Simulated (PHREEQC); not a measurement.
0.38 g of hydrous ferric oxide (600 m²/g; 0.2 weak and 0.005 strong sites per Fe, Dzombak-Morel constants, diffuse double layer) in 1 kg of water with 0.05 mol/kgw of an inert sodium salt and 0.0027 mol ZnCl2, at 25 °C; the pH is set by adding NaOH or the inert anion's acid. Oxygen is held at 0.21 atm. The system is closed to CO2. Precipitation was switched off in this run.

Base run: PHREEQC, ion-association model, wateq4f.dat. Each further column changes one thing. The table gives Zn sorbed (%).

```tsv
pH	base	background salt from 0.05 to 0.005 mol/kgw	oxide from 0.38 to 1.9 g/kgw	9e-05 mol/kgw ZnSO4 added
4	0.0	0.0	0.2	0.0
4.5	0.2	0.2	1.2	0.3
5.5	1.5	1.4	7.3	1.6
6	4.7	4.3	___	___
6.5	10.9	9.8	45.4	11.9
7.5	19.2	___	80.4	19.2
8	20.4	18.2	87.9	20.0
8.5	20.3	18.2	___	___
9.5	17.9	16.9	___	17.3
10	16.9	16.4	___	16.4
```

**Question.** Complete the blanks.

**Answer.** 
- 6, oxide from 0.38 to 1.9 g/kgw: 21.0
- 6, 9e-05 mol/kgw ZnSO4 added: 5.3
- 7.5, background salt from 0.05 to 0.005 mol/kgw: 17.2
- 8.5, oxide from 0.38 to 1.9 g/kgw: 90.1
- 8.5, 9e-05 mol/kgw ZnSO4 added: 19.8
- 9.5, oxide from 0.38 to 1.9 g/kgw: 84.5
- 10, oxide from 0.38 to 1.9 g/kgw: 81.1

In at least one series the solution becomes supersaturated in solids that the run did not let form, among them Zn(OH)2-e, Zn5(OH)8Cl2.
